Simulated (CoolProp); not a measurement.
A simple Rankine cycle with fluoroethane (R161): condensing at 315.15 K, boiler at 3.21 MPa, turbine inlet 449 K, turbine efficiency 0.7, pump efficiency 0.8, no recuperator. Each further row changes one setting.

Values from CoolProp's reference Helmholtz-energy equation of state, Wu 2012.

```json
[
 {"case": "as stated", "thermal efficiency (%)": "6.7", "net work (kJ/kg)": "34.1", "heat in (kJ/kg)": "511", "turbine exit temperature (K)": "415.6", "volume ratio over the turbine": "2.21"},
 {"case": "condensing temperature 307.15 K", "thermal efficiency (%)": "(withheld)", "net work (kJ/kg)": "42.7", "heat in (kJ/kg)": "530", "turbine exit temperature (K)": "408.2", "volume ratio over the turbine": "2.67"},
 {"case": "boiler pressure 2.25 MPa", "thermal efficiency (%)": "3.9", "net work (kJ/kg)": "20.5", "heat in (kJ/kg)": "524", "turbine exit temperature (K)": "(withheld)", "volume ratio over the turbine": "1.55"},
 {"case": "turbine efficiency 0.6", "thermal efficiency (%)": "(withheld)", "net work (kJ/kg)": "28.7", "heat in (kJ/kg)": "511", "turbine exit temperature (K)": "418.8", "volume ratio over the turbine": "2.23"}
]
```

Task: Complete the blanks.

Result: 
- condensing temperature 307.15 K, thermal efficiency (%): 8.1
- boiler pressure 2.25 MPa, turbine exit temperature (K): 431.1
- turbine efficiency 0.6, thermal efficiency (%): 5.6
